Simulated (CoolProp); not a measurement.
Propylene along the isotherm 97.65 °C: Z from the reference equation and from simpler models built on Tc = 91.1 °C, pc = 4555 kPa, ω = 0.146; each cubic takes its own stable root.

Model: reference Helmholtz-energy equation of state, Lemmon 2013, in CoolProp.

```csv
p (kPa),phase,reference,van der Waals,Redlich-Kwong,Soave-Redlich-Kwong,Peng-Robinson
72,gas,0.9949,0.9955,0.9949,0.9949,0.9943
106,gas,0.9924,0.9933,0.9924,0.9925,0.9916
155,gas,0.9889,0.9903,0.9889,0.9890,0.9877
228,gas,0.9836,0.9856,0.9836,0.9837,0.9818
334,gas,0.9758,0.9788,0.9759,0.9760,0.9733
491,gas,0.9642,0.9686,0.9643,0.9645,0.9605
720,gas,0.9469,0.9533,0.9471,0.9474,0.9415
1060,gas,0.9205,0.9298,0.9209,0.9213,0.9127
1550,gas,0.8805,___,0.8812,___,0.8695
2280,gas,0.8157,0.8356,0.8170,0.8181,___
3340,gas,0.7046,0.7328,0.7074,0.7097,0.6854
4910,supercritical,0.4102,0.3787,0.4105,0.4294,0.4029
7200,supercritical,0.2683,0.3678,0.3115,___,0.2847
10600,supercritical,___,0.4840,0.3969,0.3988,0.3595
15500,supercritical,0.4830,0.6534,___,0.5260,0.4733
22800,supercritical,0.6671,0.8983,0.7076,0.7090,0.6375
```

### Question
Fill in the missing entries.

### Answer

- 1550, van der Waals: 0.8941
- 1550, Soave-Redlich-Kwong: 0.8818
- 2280, Peng-Robinson: 0.8006
- 7200, Soave-Redlich-Kwong: 0.3142
- 10600, reference: 0.3552
- 15500, Redlich-Kwong: 0.5244
